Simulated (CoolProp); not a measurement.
R236FA at 293.15 K and 1.22 MPa is throttled through a valve to 0.342 MPa with no heat exchange. Each further row changes one setting.

Values from CoolProp's reference Helmholtz-energy equation of state, Pan 2012.

| case | temperature change (K) | final phase | final density (kg/m³) |
|---|---|---|---|
| as stated | +0.1 | liquid | 1380 |
| outlet pressure 0.103 MPa | -21.1 | two-phase, vapour fraction 0.162 | 43.8 |
| outlet pressure 0.445 MPa | +0.1 | liquid | 1380 |
